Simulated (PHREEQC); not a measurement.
Ca(OH)2 is added in steps, without added water, to 1 kg of water holding 0.18 mol CuCl2, at 25 °C. O2 is buffered at 0.21 atm. CO2 from the air is kept out. Solids allowed: Portlandite, Cu(OH)2, Atacamite. Others were left out.

Base run: PHREEQC, ion-association model, wateq4f.dat. Each further column changes one thing. The table gives pH.

```json
[
 {"Ca(OH)2 added (mol)": "0", "base": "3.63", "all activity coefficients set to 1": "3.31", "metal-ligand complexes left out": "3.57", "Debye-Hückel limiting law": "4.22"},
 {"Ca(OH)2 added (mol)": "0.0285", "base": "3.70", "all activity coefficients set to 1": "3.38", "metal-ligand complexes left out": "3.64", "Debye-Hückel limiting law": "4.27"},
 {"Ca(OH)2 added (mol)": "0.0665", "base": "3.83", "all activity coefficients set to 1": "3.51", "metal-ligand complexes left out": "3.77", "Debye-Hückel limiting law": "4.37"},
 {"Ca(OH)2 added (mol)": "0.095", "base": "3.98", "all activity coefficients set to 1": "3.66", "metal-ligand complexes left out": "3.93", "Debye-Hückel limiting law": "4.50"},
 {"Ca(OH)2 added (mol)": "0.1235", "base": "4.35", "all activity coefficients set to 1": "4.03", "metal-ligand complexes left out": "4.29", "Debye-Hückel limiting law": "4.84"},
 {"Ca(OH)2 added (mol)": "0.1615", "base": "9.26", "all activity coefficients set to 1": "9.45", "metal-ligand complexes left out": "9.26", "Debye-Hückel limiting law": "9.10"},
 {"Ca(OH)2 added (mol)": "0.19", "base": "11.87", "all activity coefficients set to 1": "11.71", "metal-ligand complexes left out": "11.87", "Debye-Hückel limiting law": "11.88"}
]
```

The database's constant for dissolved Cu(OH)2 is higher than later reviews accept.
